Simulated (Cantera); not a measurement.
An adiabatic, constant-pressure homogeneous reactor starts with CH3OH : O2 : N2 = 1 : 0.682 : 5.39 (molar parts), at 1223 K and 1.00 bar. Integrator tolerance rtol = 1e-08.

Computed with Cantera and GRI-Mech 3.0 (53 species, 325 reactions). GRI-Mech 3.0 was tuned for natural gas; its chemistry of methanol as a main component is partial and can be far from experiment.

### Question
What does this change do: constant volume in place of constant pressure?

### Answer
```csv
quantity,before,after
time of steepest temperature rise,6.55 ms,6.36 ms
temperature at 0.100 s,1993 K,2242 K
equilibrium temperature,1993 K,2242 K
x(CH3OH) at 0.100 s,<1e-12 (gas-phase equilibrium <1e-12),<1e-12 (gas-phase equilibrium <1e-12)
x(O2) at 0.100 s,1.33e-7 (gas-phase equilibrium 1.33e-7),1.96e-6 (gas-phase equilibrium 1.95e-6)
x(CH2) at 0.100 s,<1e-12 (gas-phase equilibrium <1e-12),<1e-12 (gas-phase equilibrium <1e-12)
x(H2O2) at 0.100 s,8.98e-11 (gas-phase equilibrium 8.98e-11),1.08e-9 (gas-phase equilibrium 1.08e-9)
x(H2) at 0.100 s,0.102 (gas-phase equilibrium 0.102),0.0994 (gas-phase equilibrium 0.0994)
x(NO) at 0.100 s,3.15e-6 (gas-phase equilibrium 5.42e-6),3.30e-5 (gas-phase equilibrium 3.84e-5)
```

### Question
What does this change do: initial temperature 1223 to 1700 K?

### Answer
| quantity | before | after |
|---|---|---|
| time of steepest temperature rise | 6.55 ms | 46.2 µs |
| temperature at 0.100 s | 1993 K | 2410 K |
| equilibrium temperature | 1993 K | 2410 K |
| x(CH3OH) at 0.100 s | <1e-12 (gas-phase equilibrium <1e-12) | <1e-12 (gas-phase equilibrium <1e-12) |
| x(O2) at 0.100 s | 1.33e-7 (gas-phase equilibrium 1.33e-7) | 2.91e-5 (gas-phase equilibrium 2.91e-5) |
| x(CH2) at 0.100 s | <1e-12 (gas-phase equilibrium <1e-12) | <1e-12 (gas-phase equilibrium <1e-12) |
| x(H2O2) at 0.100 s | 8.98e-11 (gas-phase equilibrium 8.98e-11) | 4.27e-9 (gas-phase equilibrium 4.27e-9) |
| x(H2) at 0.100 s | 0.102 (gas-phase equilibrium 0.102) | 0.0969 (gas-phase equilibrium 0.0969) |
| x(NO) at 0.100 s | 3.15e-6 (gas-phase equilibrium 5.42e-6) | 0.000207 (gas-phase equilibrium 0.000208) |
